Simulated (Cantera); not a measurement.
## Reactions in the system H-N-O-Sr

Standard-state values (1 bar) from the NASA 1993 polynomials, evaluated with Cantera. Values are per mole of reaction as written; species without (g) are pure solids or liquids, kept so even where they would boil at 1 bar.

Sr + 2 NO(g) + H2O(g) ⇌ N2O(g) + Sr(OH)2

| T (K) | ΔH° (kJ) | ΔS° (J/K) | ΔG° (kJ) | log10 K | condensed phases |
|---|---|---|---|---|---|
| 623 | -822.5 | -337.8 | -612.1 | 51.32 | Sr(s), Sr(OH)2(s) |
| 673 | -820.5 | -334.6 | -595.3 | 46.20 | Sr(s), Sr(OH)2(s) |
| 723 | -818.1 | -331.2 | -578.6 | 41.80 | Sr(s), Sr(OH)2(s) |
| 773 | -815.4 | -327.7 | -562.2 | 37.99 | Sr(s), Sr(OH)2(s) |
| 823 | -791.7 | -297.4 | -547.0 | 34.71 | Sr(s), Sr(OH)2(l) |
| 873 | -787.9 | -292.9 | -532.2 | 31.84 | Sr(s), Sr(OH)2(l) |
| 923 | -784.2 | -288.8 | -517.7 | 29.29 | Sr(s), Sr(OH)2(l) |
| 973 | -780.5 | -284.9 | -503.3 | 27.02 | Sr(s), Sr(OH)2(l) |
| 1023 | -776.8 | -281.2 | -489.2 | 24.98 | Sr(s), Sr(OH)2(l) |
| 1073 | -781.4 | -285.6 | -474.9 | 23.12 | Sr(l), Sr(OH)2(l) |
| 1123 | -778.1 | -282.6 | -460.7 | 21.43 | Sr(l), Sr(OH)2(l) |
